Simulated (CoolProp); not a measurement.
Toluene along the isobar 599 kPa: Z from the reference equation and from simpler models built on Tc = 318.6 °C, pc = 4126 kPa, ω = 0.266; each cubic takes its own stable root.

Model: reference Helmholtz-energy equation of state, Lemmon 2006, in CoolProp. It is a short technical equation, of lower accuracy than the large ones.

```tsv
T (°C)	phase	reference
10.75	liquid	0.02670
43.95	liquid	0.02478
77.15	liquid	0.02330
110.45	liquid	0.02219
143.65	liquid	0.02139
176.85	liquid	0.02089
210.05	gas	0.8845
243.25	gas	0.9102
```

Question: How far does each simpler model (van der Waals, Soave-Redlich-Kwong, Peng-Robinson) lie from the reference over these 8 states: mean and median of the absolute difference, and the worst?

Answer: 
- van der Waals: mean 1076.6 %, median 69.7 %, worst +4259.0 % at 176.85 °C and 599 kPa
- Soave-Redlich-Kwong: mean 9.4 %, median 11.8 %, worst +13.1 % at 176.85 °C and 599 kPa
- Peng-Robinson: mean 0.7 %, median 0.6 %, worst -1.3 % at 110.45 °C and 599 kPa

At some of these states van der Waals gives the other phase, because its saturation line lies elsewhere.
